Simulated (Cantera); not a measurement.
An adiabatic, constant-volume homogeneous reactor starts with CH₄ : O₂ : N₂ : H₂O = 1 : 1.54 : 5.78 : 1.9 (molar parts), equivalence ratio 1.3, at 1300 K and 1.01 bar.

Model: GRI-Mech 3.0 (53 species, 325 reactions), integrated in Cantera.

**Question.** Predict: time of steepest temperature rise; temperature at 1.00 s; equilibrium temperature; x(O₂) at 1.00 s; x(H₂O) at 1.00 s; x(HCO) at 1.00 s; x(H) at 1.00 s.

**Answer.** 
```
Item                                                                 Value
---------------------------------  ---------------------------------------
time of steepest temperature rise                                  20.5 ms
temperature at 1.00 s                                               2653 K
equilibrium temperature                                             2653 K
x(O₂) at 1.00 s                    0.00259 (gas-phase equilibrium 0.00259)
x(H₂O) at 1.00 s                       0.303 (gas-phase equilibrium 0.303)
x(HCO) at 1.00 s                   8.45e-8 (gas-phase equilibrium 8.45e-8)
x(H) at 1.00 s                     0.00710 (gas-phase equilibrium 0.00710)
```
